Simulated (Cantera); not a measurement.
## Premixed flame

A freely propagating, adiabatic, planar premixed flame of 7.18 % CH4, 0.244 % C2H6, 19.2 % O2, 72.5 % N2, 0.790 % H2, equivalence ratio 0.81, unburnt at 698 K and 0.470 bar; mixture-averaged transport, grid criteria slope 0.08 and curve 0.16, no radiation.

Computed with Cantera and GRI-Mech 3.0 (53 species, 325 reactions). Burning velocities carry a grid error of a few per cent, more on coarse grids.

```
z (mm)  T (K)  u (m/s)     x CH4    x C2H6    x O2   x H2O2       x H     x H2O
------  -----  -------  --------  --------  ------  -------  --------  --------
-1.84     698     1.98    0.0718   0.00244   0.192    <1e-8     <1e-8   1.91e-5
-1.23     699     1.98    0.0717   0.00244   0.192  7.35e-8   3.83e-8  0.000177
-0.921    702     1.99    0.0714   0.00244   0.192  3.42e-7   4.93e-7  0.000735
-0.614    730     2.08    0.0695   0.00242   0.190  1.86e-6   1.03e-5   0.00468
-0.307    982     2.82    0.0543   0.00226   0.169  5.62e-6  0.000273    0.0333
-0.153   1322     3.84    0.0322   0.00124   0.136  5.70e-6   0.00126    0.0699
0        1673     4.90   0.00899  0.000103  0.0936  1.16e-6   0.00408     0.109
0.153    1825     5.36  0.000930   6.71e-7  0.0663  3.20e-7   0.00730     0.129
0.307    1864     5.46   5.16e-5     <1e-8  0.0558  2.40e-7   0.00906     0.134
0.614    1903     5.55   1.89e-7     <1e-8  0.0498  2.15e-7   0.00980     0.134
1.23     1957     5.68     <1e-8     <1e-8  0.0466  1.76e-7   0.00878     0.135
2.46     2027     5.85     <1e-8     <1e-8  0.0445  1.34e-7   0.00638     0.138
4.91     2107     6.05     <1e-8     <1e-8  0.0424  9.96e-8   0.00382     0.143
```
x: mole fraction of selected species; z is measured from the peak of heat release.

```json
{
 "laminar_burning_velocity": "197 cm/s",
 "thermal_thickness": "0.614 mm",
 "peak x(H2O2)": "6.37e-6",
 "peak x(H)": "0.00981",
 "grid_points": "155"
}
```
